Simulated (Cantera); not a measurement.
Input: 1 mol B₂O₃, 0.35 mol NH₃, 0.14 mol N₂, equilibrated at 17.0 Pa.

Cantera equilibrium calculation (NASA polynomials, part measured and part estimated; ideal gas, pure solids and liquids). Candidate condensed phases: B, BN, B₂O₃, B₃O₃H₃, H₂O; 39 gas species. Rates play no part.

x: gas mole fraction; n: condensed amount in mol.

```
T (°C)   x H₂  x B₂O₃   x N₂        x BO      x HBO₂         x H   x HBO      x B₂O₂       x BO₂  n B₂O₃(l)
------  -----  ------  -----  ----------  ----------  ----------  ------  ----------  ----------  ---------
1227    0.487   0.128  0.312     0.00117      0.0398    0.000942  0.0231     0.00819     2.71e-6      0.830
1327    0.230   0.465  0.171     0.00571      0.0756     0.00200  0.0290      0.0211     3.15e-5          0
1427    0.220   0.451  0.169  (withheld)  (withheld)  (withheld)  0.0314      0.0207  (withheld)          0
1527    0.206   0.430  0.167  (withheld)  (withheld)  (withheld)  0.0315  (withheld)  (withheld)          0
1627    0.185   0.400  0.163      0.0645       0.114      0.0262  0.0285      0.0140     0.00160          0
1727    0.156   0.360  0.158       0.105       0.131      0.0493  0.0229     0.00912     0.00497          0
1827    0.120   0.309  0.150       0.150       0.144      0.0828  0.0164     0.00528      0.0143          0
```

### Question
Complete the blanks.

### Answer

- 1427, x BO: 0.0151
- 1427, x HBO₂: 0.0859
- 1427, x H: 0.00530
- 1427, x BO₂: 0.000130
- 1527, x BO: 0.0339
- 1527, x HBO₂: 0.0982
- 1527, x H: 0.0125
- 1527, x B₂O₂: 0.0183
- 1527, x BO₂: 0.000477
